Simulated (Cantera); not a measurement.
A closed system holds: 1 mol trisilylamine, 71 mol N2, at 1027 °C and 0.100 bar.

Equilibrium computed with Cantera from the NASA thermochemical tables; the gas is ideal and each condensed phase is pure. Candidate condensed phases: Si, Si3N4; 18 gas species. The feed counts by its element totals alone. The numbers say what is thermodynamically allowed, not how fast it happens.

Problem. What is the equilibrium state?

Solution. 
```
Item                                  Value
--------------------------------  ---------
x(N2)                                 0.939
x(H2)                                0.0608
n(Si3N4(s))                        1.00 mol
gas amount                        74.00 mol
log10 activity of Si(s) (absent)      -3.52
```
